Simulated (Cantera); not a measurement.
A Cantera script and its output.

```python
import numpy as np
import cantera as ct

gas = ct.Solution("gri30.yaml", transport_model="multicomponent")
show = ['N2', 'C2H2', 'CO2']

rows = []
print(f"{'T/K':>7s}{'rho':>11s}{'cp':>10s}{'mu':>11s}{'lambda':>11s}{'Pr':>7s}" + "".join(f"{'D_' + s:>11s}" for s in show))
for T in [400, 600, 800, 1000, 1200, 1400, 1600]:
    gas.TPX = T, 100000, {'CH4': 0.19}
    Pr = gas.cp_mass * gas.viscosity / gas.thermal_conductivity
    D = [gas.mix_diff_coeffs_mole[gas.species_index(s)] for s in show]
    rows.append([gas.density, gas.cp_mass, gas.viscosity, gas.thermal_conductivity, Pr, *D])
    print(f"{T:7g}{gas.density:11.4e}{gas.cp_mass:10.1f}{gas.viscosity:11.4e}"
          f"{gas.thermal_conductivity:11.4e}{Pr:7.3f}" + "".join(f"{d:11.4e}" for d in D))
print("SI units: kg/m3, J/kg/K, Pa s, W/m/K, m2/s")
```

Output:

```
    T/K        rho        cp         mu     lambda     Pr       D_N2     D_C2H2      D_CO2
    400 4.8238e-01    2526.4 1.4442e-05 5.0839e-02  0.718 3.7826e-05 3.0382e-05 2.9730e-05
    600 3.2159e-01    3286.8 1.9486e-05 8.8384e-02  0.725 7.6122e-05 6.2463e-05 6.1449e-05
    800 2.4119e-01    3989.2 2.3796e-05 1.3039e-01  0.728 1.2390e-04 1.0272e-04 1.0133e-04
   1000 1.9295e-01    4588.7 2.7658e-05 1.7396e-01  0.730 1.8017e-04 1.5022e-04 1.4842e-04
   1200 1.6079e-01    5074.2 3.1210e-05 2.1689e-01  0.730 2.4429e-04 2.0436e-04 2.0211e-04
   1400 1.3782e-01    5467.8 3.4533e-05 2.5852e-01  0.730 3.1577e-04 2.6471e-04 2.6196e-04
   1600 1.2060e-01    5787.0 3.7677e-05 2.9851e-01  0.730 3.9421e-04 3.3092e-04 3.2761e-04
SI units: kg/m3, J/kg/K, Pa s, W/m/K, m2/s
```

Computed with Cantera and GRI-Mech 3.0 (53 species, 325 reactions). The composition is frozen, though it would react at the higher temperatures.
